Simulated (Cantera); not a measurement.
Input: 1 mol SO2, at 1.33 mbar.

Cantera equilibrium calculation (NASA polynomials, part measured and part estimated; ideal gas, pure solids and liquids). Candidate condensed phases: S; 10 gas species. Gases not in the tables: S3 to S7. The numbers say what is thermodynamically allowed, not how fast it happens.

x: gas mole fraction; nothing condenses.

```
T (K)    x SO2       x O      x SO       x S      x O2
-----  -------  --------  --------  --------  --------
673       1.00    <1e-12   1.62e-9    <1e-12    <1e-12
873      1.000    <1e-12   2.98e-7    <1e-12    <1e-12
1073     1.000  4.92e-12   4.32e-6  2.38e-11   2.08e-8
1273     1.000   9.65e-9   3.91e-5   1.22e-9   1.07e-5
1473     0.999   1.09e-6  0.000432   1.07e-7  0.000204
1673     0.995   3.53e-5   0.00303   4.12e-6   0.00149
1873     0.978         …         …         …         …
2073     0.924         …         …         …         …
2273     0.791    0.0269     0.123   0.00536    0.0536
2473     0.543     0.105     0.234    0.0257    0.0914
2673     0.240     0.277     0.297    0.0862    0.0988
2873    0.0522     0.482     0.214     0.191    0.0599
3073   0.00603     0.602    0.0904     0.277    0.0231
```

### Question
Fill in the missing entries.

### Answer

- 1873, x O: 0.000535
- 1873, x SO: 0.0141
- 1873, x S: 7.49e-5
- 1873, x O2: 0.00684
- 2073, x O: 0.00470
- 2073, x SO: 0.0477
- 2073, x S: 0.000782
- 2073, x O2: 0.0223
